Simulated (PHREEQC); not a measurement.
A solution holds 0.11 mol/kgw NaH2PO4, 0.0006 mol/kgw H2SO4 and 0.13 mol/kgw ZnSO4, at 25 °C. Closed to the air; pH follows from the charge balance.

Equilibrium calculation in PHREEQC: ion-association model, wateq4f.dat.

```
quantity                         before   after
-------------------------------  ------  ------
pH                                 3.98    3.54
ionic strength (mol/kgw)          0.377   0.266
Zn+2 (mol/kgw)                   0.0694  0.0292
SO4-2 (mol/kgw)                  0.0484  0.0612
ZnSO4 (mol/kgw)                  0.0450  0.0312
Zn(SO4)2-2 (mol/kgw)             0.0156  0.0147
SI of Goslarite (ZnSO4:7H2O)      -1.74   -1.91
SI of Mirabilite (Na2SO4:10H2O)   -3.12   -2.96
```

Question: Which change was made?
(A) 0.0016 mol/kgw CO2 added
(B) NaH2PO4 replaced by NaHS at the same molality
(C) 0.24 mol/kgw KI added
(D) temperature from 25 to 75 °C

Answer: B, NaH2PO4 replaced by NaHS at the same molality

This is a speciation only: nothing precipitates in the calculation. Some of these states are supersaturated (in Zn3(PO4)2:4w, ZnS(a), Sphalerite (slow to form), for instance). H3PO4, which wateq4f.dat lacks, is added to it with the constant of phreeqc.dat. The database has no phosphate complexes of Zn.
